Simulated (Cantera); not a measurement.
A Cantera script and what it prints.

```python
import numpy as np
import cantera as ct

gas_names = """
    AL ALN ALO ALO2 AL2 AL2O AL2O2 N NO NO2 NO3 N2 N2O O O2 O3
""".split()
cond_names = """
    AL(cr) AL(L) ALN(s) AL2O3(a) AL2O3(L)
""".split()


def load(file, names, dense=False):
    # The tables refer to 1 bar. Condensed volumes are neglected.
    table = {s.name: s for s in ct.Species.list_from_file(file)}
    out = []
    for n in names:
        d = dict(table[n].input_data)
        d["thermo"] = dict(d["thermo"], **{"reference-pressure": 1e5})
        if dense:
            d["equation-of-state"] = {"model": "constant-volume", "density": "1e6 g/cm^3"}
        out.append(ct.Species.from_dict(d))
    return out


gas = ct.Solution(thermo="ideal-gas", species=load("nasa_gas.yaml", gas_names))
cond = {s.name: ct.Solution(thermo="fixed-stoichiometry", species=[s], name=s.name)
        for s in load("nasa_condensed.yaml", cond_names, dense=True)}
atoms = {
    'AlN': {'AL': 1, 'N': 1},
    'O2': {'O': 2},
    'N2': {'N': 2},
}
top_T = {'ALN(s)': 2750}  # K; cautious upper limits of use, not melting points


def equilibrate(T, P, feed):
    n = {}
    for name, mol in feed.items():
        for a, k in atoms[name].items():
            n[a] = n.get(a, 0.0) + k * mol
    gas.TPX = T, P, n
    mass = sum(n.values()) * gas.mean_molecular_weight
    gas.equilibrate("TP")
    valid = [c for c in cond.values() if c.min_temp <= T <= top_T.get(c.name, c.max_temp)]
    mix = ct.Mixture([(gas, mass / gas.mean_molecular_weight)] + [(c, 0.0) for c in valid])
    mix.T, mix.P = T, P
    mix.equilibrate("TP", solver="vcs", rtol=1e-11, max_steps=5000)
    return mix


results = []
T = 2048.15  # K
P = 340  # Pa
for m in [0.17, 0.22, 0.29, 0.39, 0.51, 0.68, 0.9, 1.2, 1.6]:
    feed = {'AlN': 1, 'O2': m, 'N2': 0.49}  # mol
    mix = equilibrate(T, P, feed)
    results.append((T, P, feed, dict(zip(mix.species_names, mix.species_moles))))

top = {s: max(r[3][s] / sum(r[3][g] for g in gas_names) for r in results) for s in gas_names}
cols = sorted((s for s in top if top[s] > 0.0001), key=lambda s: -top[s])[:7]
seen = [c for c in cond_names if any(r[3].get(c, 0) > 1e-12 for r in results)]
print("log10 of partial pressures in bar; condensed amounts in mol")
print(f"{'n(O2)':>10s}" + "".join(f"{s[:9]:>10s}" for s in cols + seen))
for T, P, feed, n in results:
    ng = sum(n[g] for g in gas_names)
    print(f"{feed['O2']:10.4g}" + "".join(f"{np.log10(max(n[s] / ng * P / 1e5, 1e-99)):10.3f}" for s in cols)
          + "".join(f"{n.get(c, 0):10.4g}" for c in seen))
```

It prints:

```
log10 of partial pressures in bar; condensed amounts in mol
     n(O2)        N2        O2      AL2O        AL         O        NO  AL2O3(a)
      0.17    -2.690   -15.837    -3.155    -3.181   -10.936   -10.933         0
      0.22    -2.675   -15.732    -3.170    -3.215   -10.884   -10.872   0.04129
      0.29    -2.653   -15.688    -3.214    -3.248   -10.862   -10.839    0.1028
      0.39    -2.619   -15.607    -3.296    -3.309   -10.821   -10.782    0.1905
      0.51    -2.575   -15.459    -3.444    -3.420   -10.747   -10.686    0.2953
      0.68    -2.503   -14.932    -3.970    -3.815   -10.484   -10.387    0.4421
       0.9    -2.533    -3.372   -15.530   -12.485    -4.704    -4.622       0.5
       1.2    -2.636    -2.989   -15.914   -12.773    -4.512    -4.482       0.5
       1.6    -2.744    -2.817   -16.086   -12.902    -4.426    -4.450       0.5
```

Equilibrium computed with Cantera from the NASA thermochemical tables; the gas is ideal and each condensed phase is pure.
